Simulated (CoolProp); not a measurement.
Model: reference Helmholtz-energy equation of state, Zhou 2012, in CoolProp.

Q: For o-xylene, give the phase and the Joule-Thomson coefficient (K/MPa), conductivity (mW/(m K)) at 281 K and 5.42 bar; 305.7 K and 5.42 bar; 330.3 K and 5.42 bar.

A: 
- 281 K and 5.42 bar: liquid; Joule-Thomson coefficient -0.482, conductivity 135
- 305.7 K and 5.42 bar: liquid; Joule-Thomson coefficient -0.452, conductivity 129
- 330.3 K and 5.42 bar: liquid; Joule-Thomson coefficient -0.421, conductivity 123

Thermal conductivity comes from a separate model (Mylona 2014).
